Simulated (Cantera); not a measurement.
## Carbon deposition, reforming and gasification: CH₄ + H₂ + NH₃

Feed: 1 mol CH₄, 4.1 mol H₂, 0.047 mol NH₃, equilibrated at 2575 K.

Cantera equilibrium calculation (NASA polynomials, part measured and part estimated; ideal gas, pure solids and liquids). Candidate condensed phases: C, C₆H₆, C₇H₈, C₈H₁₈; 92 gas species. The ideal-gas law is rough above about 30 bar. The numbers say what is thermodynamically allowed, not how fast it happens.

| P (Pa) | x H₂ | x H | x C₃ | x C₂H₂ (acetylene) | x CH₄ | x C | x HCN | n C(graphite) |
|---|---|---|---|---|---|---|---|---|
| 10 | 0.0683 | 0.905 | 0.0154 | 0.00100 | 6.23e-11 | 0.00453 | 0.000776 | 0.294 |
| 46 | 0.224 | 0.764 | 0.00335 | 0.00329 | 3.07e-9 | 0.000984 | 0.00147 | 0.775 |
| 220 | 0.477 | 0.510 | 0.000701 | 0.00701 | 6.68e-8 | 0.000206 | 0.00225 | 0.828 |
| 1000 | 0.695 | 0.289 | 0.000154 | 0.0102 | 6.45e-7 | 4.53e-5 | 0.00284 | 0.817 |
| 4600 | 0.835 | 0.148 | 3.35e-5 | 0.0123 | 4.27e-6 | 9.84e-6 | 0.00319 | 0.806 |
| 22000 | 0.910 | 0.0705 | 7.01e-6 | 0.0134 | 2.43e-5 | 2.06e-6 | 0.00338 | 0.800 |
| 100000 | 0.946 | 0.0337 | 1.54e-6 | 0.0139 | 0.000119 | 4.53e-7 | 0.00347 | 0.796 |
| 460000 | 0.963 | 0.0159 | 3.35e-7 | 0.0142 | 0.000570 | 9.84e-8 | 0.00352 | 0.791 |
| 2200000 | 0.969 | 0.00727 | 7.01e-8 | 0.0142 | 0.00276 | 2.06e-8 | 0.00354 | 0.774 |
| 10000000 | 0.962 | 0.00340 | 1.54e-8 | 0.0141 | 0.0124 | 4.53e-9 | 0.00355 | 0.708 |
x: gas mole fraction; n: condensed amount in mol.

From 0.000100 bar to 100 bar the condensed part is C(graphite). The main C-bearing gas is C₃ at 0.000100 bar and C₂H₂ (acetylene) at 100 bar. The share of C in condensed phases is highest at 0.00220 bar (82.8 %) and lowest at 0.000100 bar (29.4 %).
